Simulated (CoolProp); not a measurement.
Computed with CoolProp (reference Helmholtz-energy equation of state, Zhou 2012).

**Question.** Give the vapour pressure (MPa), enthalpy of vaporisation (kJ/kg), vapour Z, surface tension (mN/m) of saturated p-xylene at 541.6 K.

**Answer.** 
```json
[
 {"T (K)": "541.6", "p (MPa)": "1.31", "enthalpy of vaporisation (kJ/kg)": "228", "vapour Z": "0.726", "surface tension (mN/m)": "4.81"}
]
```

Surface tension comes from a separate correlation (Mulero 2014).
